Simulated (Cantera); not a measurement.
Gas mixture: 16.8 % N₂, 30.8 % H₂O, 6.73 % C₂H₄, 45.7 % CH₄, at 0.500 bar, frozen composition.

Cantera's kinetic-theory transport with the Lennard-Jones parameters of GRI-Mech 3.0, ideal gas; thermal conductivity in the multicomponent form. Polar gases are described roughly by these parameters. The composition is frozen, though it would react at the higher temperatures.

D: mixture-averaged diffusion coefficient of that species in the mixture.

| T (K) | ρ (kg/m³) | cp (J/kg/K) | μ (µPa s) | λ (mW/m/K) | Pr | D (cm²/s) H₂ | D (cm²/s) CH₄ | D (cm²/s) CO₂ |
|---|---|---|---|---|---|---|---|---|
| 400 | 0.293 | 1927 | 15.6 | 43.7 | 0.689 | 2.57 | 0.757 | 0.563 |
| 550 | 0.213 | 2218 | 20.4 | 65.5 | 0.691 | 4.44 | 1.36 | 1.01 |
| 700 | 0.167 | ___ | ___ | ___ | 0.696 | ___ | ___ | ___ |
| 850 | 0.138 | 2754 | 28.9 | 114 | 0.701 | 9.25 | 2.94 | 2.20 |
| 1000 | 0.117 | 2988 | ___ | ___ | 0.706 | ___ | ___ | ___ |
| 1150 | 0.102 | 3186 | 36.4 | 163 | 0.711 | 15.3 | 4.96 | 3.72 |

Problem. What belongs in the gaps?

Solution. 
- 700, cp (J/kg/K): 2504
- 700, μ (µPa s): 24.8
- 700, λ (mW/m/K): 89.3
- 700, D (cm²/s) H₂: 6.67
- 700, D (cm²/s) CH₄: 2.09
- 700, D (cm²/s) CO₂: 1.57
- 1000, μ (µPa s): 32.8
- 1000, λ (mW/m/K): 139
- 1000, D (cm²/s) H₂: 12.1
- 1000, D (cm²/s) CH₄: 3.90
- 1000, D (cm²/s) CO₂: 2.93
